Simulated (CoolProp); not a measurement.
CHF3 (R23) at several states: fugacity coefficient from the reference equation and from simpler models built on Tc = 299.3 K, pc = 4.832 MPa, ω = 0.263; each cubic takes its own stable root.

Values from CoolProp's reference Helmholtz-energy equation of state, Penoncello 2003.

```
T (K)  p (MPa)   phase  reference
-----  -------  ------  ---------
408.4     2.18     gas     0.9485
321.5     1.81     gas     0.8967
241.8   0.0135     gas     0.9979
229.9     1.27  liquid     0.4417
275.2    0.488     gas     0.9515
268.6    0.217     gas     0.9765
```

### Question
How far does each simpler model (Redlich-Kwong, Peng-Robinson) lie from the reference over these 6 states: mean and median of the absolute difference, and the worst?

### Answer
- Redlich-Kwong: mean 6.8 %, median 0.4 %, worst +39.0 % at 229.9 K and 1.27 MPa
- Peng-Robinson: mean 0.5 %, median 0.3 %, worst +1.5 % at 229.9 K and 1.27 MPa
